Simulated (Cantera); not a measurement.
Cantera run:

```python
import numpy as np
import cantera as ct

gas_names = """
    C CH CH2 CH3 CH2OH CH3O CH4 CH3OH CO CO2 COOH C2 C2H CHCO,ketyl C2H2,acetylene C2H2,vinylidene
    CH2CO,ketene C2H3,vinyl CH3CO,acetyl C2H4 C2H4O,ethylen CH3CHO,ethanal CH3COOH (HCOOH)2 C2H5 C2H6
    CH3OCH3 C2H5OH C2O C3 C3H3,propargyl C3H4,allene C3H4,propyne C3H4,cyclo- C3H5,allyl C3H6,propylene
    C3H6,cyclo- C3H6O C3H7,n-propyl C3H7,i-propyl C3H8 C3H8O,1propanol C3H8O,2propanol C3O2 C4 C4H2
    C4H4,1,3-cyclo- C4H6,butadiene C4H6,2-butyne C4H6,cyclo- C4H8,1-butene C4H8,cis2-buten
    C4H8,tr2-butene C4H8,isobutene C4H8,cyclo- (CH3COOH)2 C4H9,n-butyl C4H9,i-butyl C4H9,s-butyl
    C4H9,t-butyl C4H10,isobutane C4H10,n-butane C5 C5H6,1,3cyclo- C5H8,cyclo- C5H10,1-pentene
    C5H10,cyclo- C5H11,pentyl C5H11,t-pentyl C5H12,n-pentane C5H12,i-pentane CH3C(CH3)2CH3 C6H2
    C6H5,phenyl C6H5O,phenoxy C6H6 C6H5OH,phenol C6H10,cyclo- C6H12,1-hexene C6H12,cyclo- C6H13,n-hexyl
    C7H7,benzyl C7H8 C7H8O,cresol C7H14,1-heptene C7H15,n-heptyl C7H16,n-heptane C8H8,styrene
    C8H10,ethylbenz C8H16,1-octene C8H17,n-octyl C8H18,isooctane C8H18,n-octane C9H19,n-nonyl
    C10H8,naphthale C10H21,n-decyl C12H9,o-bipheny C12H10,bipheny H HCO HO2 H2 HCHO,formaldehy HCOOH H2O
    H2O2 O OH O2 O3
""".split()
cond_names = """
    C(gr) C6H6(L) C7H8(L) C8H18(L),n-octa H2O(s) H2O(L)
""".split()


def load(file, names, dense=False):
    # The tables refer to 1 bar. Condensed volumes are neglected.
    table = {s.name: s for s in ct.Species.list_from_file(file)}
    out = []
    for n in names:
        d = dict(table[n].input_data)
        d["thermo"] = dict(d["thermo"], **{"reference-pressure": 1e5})
        if dense:
            d["equation-of-state"] = {"model": "constant-volume", "density": "1e6 g/cm^3"}
        out.append(ct.Species.from_dict(d))
    return out


gas = ct.Solution(thermo="ideal-gas", species=load("nasa_gas.yaml", gas_names))
cond = {s.name: ct.Solution(thermo="fixed-stoichiometry", species=[s], name=s.name)
        for s in load("nasa_condensed.yaml", cond_names, dense=True)}
atoms = {
    'C6H6': {'C': 6, 'H': 6},
    'O2': {'O': 2},
    'H2': {'H': 2},
}
top_T = {'C(gr)': 4500}  # K; cautious upper limits of use, not melting points


def equilibrate(T, P, feed):
    n = {}
    for name, mol in feed.items():
        for a, k in atoms[name].items():
            n[a] = n.get(a, 0.0) + k * mol
    gas.TPX = T, P, n
    mass = sum(n.values()) * gas.mean_molecular_weight
    gas.equilibrate("TP")
    valid = [c for c in cond.values() if c.min_temp <= T <= top_T.get(c.name, c.max_temp)]
    mix = ct.Mixture([(gas, mass / gas.mean_molecular_weight)] + [(c, 0.0) for c in valid])
    mix.T, mix.P = T, P
    mix.equilibrate("TP", solver="vcs", rtol=1e-11, max_steps=5000)
    return mix


results = []
feed = {'C6H6': 1, 'O2': 0.04, 'H2': 1.1}  # mol
T = 975  # K
P = 133.322  # Pa
mix = equilibrate(T, P, feed)
results.append((T, P, feed, dict(zip(mix.species_names, mix.species_moles))))
print(gas.report(threshold=0.0001))
for i in range(1, mix.n_phases):
    print(f"{mix.phase(i).name:16s} {mix.phase_moles(i):12.5e} mol")
```

It prints:

```
       temperature   975 K
          pressure   133.32 Pa
           density   4.1373e-05 kg/m^3
  mean mol. weight   2.5157 kg/kmol
   phase of matter   gas

                          1 kg             1 kmol
                     ---------------   ---------------
          enthalpy        7.0849e+06        1.7823e+07  J
   internal energy        3.8625e+06        9.7167e+06  J
           entropy             88499        2.2264e+05  J/K
    Gibbs function       -7.9202e+07       -1.9925e+08  J
 heat capacity c_p             12009             30212  J/K
 heat capacity c_v            8704.2             21897  J/K

                      mass frac. Y      mole frac. X     chem. pot. / RT
                     ---------------   ---------------   ---------------
               CH4         0.0010274        0.00016111           -49.652
                CO           0.21295          0.019126           -49.746
                H2            0.7859            0.9807           -24.083
     [ +107 minor]        0.00011583        1.5528e-05

C(gr)             5.91939e+00 mol
```

Equilibrium computed with Cantera from the NASA thermochemical tables; the gas is ideal and each condensed phase is pure.
